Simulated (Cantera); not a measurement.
An isothermal, constant-pressure homogeneous reactor starts with C3H8 : H2 = 1 : 3.9 (molar parts), at 1950 K and 1.48 atm.

Detailed kinetics in Cantera: GRI-Mech 3.0 (53 species, 325 reactions). GRI-Mech 3.0 was tuned for natural gas; its chemistry of propane as a main component is partial and can be far from experiment. GRI-Mech 3.0 stops at C3 and has no aromatics, soot or wall deposition, so with more carbon than oxygen in the feed, carbon stays in small species such as C2H2 where larger ones or solid carbon would form.

x: mole fraction; the columns are a selection and need not sum to one.

```
t (s)       x C3H8   x H2    x C2H6    x CH4    x CH2     x CH3    x C2H
--------  --------  -----  --------  -------  -------  --------  -------
0.000400       ___  0.733  0.000113    0.108  2.00e-6   0.00209  2.39e-6
0.000815       ___  0.753   6.40e-5   0.0803  1.60e-6   0.00159  2.56e-6
0.00166        ___  0.772   2.88e-5   0.0531  1.16e-6   0.00107  2.73e-6
0.00338        ___  0.787   1.08e-5   0.0317  7.57e-7  0.000648  2.88e-6
0.00688        ___  0.796   4.03e-6   0.0184  4.72e-7  0.000380  2.99e-6
0.0140    7.33e-10  0.801   2.00e-6   0.0118  3.19e-7  0.000246  3.04e-6
0.0285    5.66e-10  0.802   1.54e-6  0.00981  2.70e-7  0.000205  3.06e-6
0.0581    5.50e-10  0.802   1.50e-6  0.00960  2.65e-7  0.000200  3.06e-6
0.118     5.50e-10  0.802   1.50e-6  0.00960  2.65e-7  0.000200  3.06e-6
0.241     5.50e-10  0.802   1.50e-6  0.00960  2.65e-7  0.000200  3.06e-6
0.491     5.50e-10  0.802   1.50e-6  0.00960  2.65e-7  0.000200  3.06e-6
1.00      5.50e-10  0.802   1.50e-6  0.00960  2.65e-7  0.000200  3.06e-6
```

**Question.** Fill in the missing entries.

**Answer.** 
- 0.000400, x C3H8: 1.21e-7
- 0.000815, x C3H8: 5.30e-8
- 0.00166, x C3H8: 1.71e-8
- 0.00338, x C3H8: 4.68e-9
- 0.00688, x C3H8: 1.50e-9
